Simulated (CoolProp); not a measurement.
Saturation properties of ethanol.

Model: reference Helmholtz-energy equation of state, Schroeder 2014, in CoolProp.

| T (°C) | p (kPa) | liquid density (kg/m³) | enthalpy of vaporisation (kJ/kg) |
|---|---|---|---|
| 86.45 | 137.9 | 728.3 | 836.0 |
| 102.75 | 246.2 | 711.0 | 805.5 |
| 118.95 | 413.9 | 692.1 | 770.5 |
| 135.25 | 664.6 | 670.9 | 730.2 |
| 151.55 | 1022 | 647.0 | 684.0 |
| 167.85 | 1512 | 620.0 | 631.7 |
| 184.15 | 2163 | 589.4 | 572.3 |
| 200.35 | 3001 | 554.2 | 504.1 |
| 216.65 | 4069 | 508.9 | 418.9 |
| 232.95 | 5408 | 427.6 | 283.2 |

It boils at 78.4 °C under 1 atm.
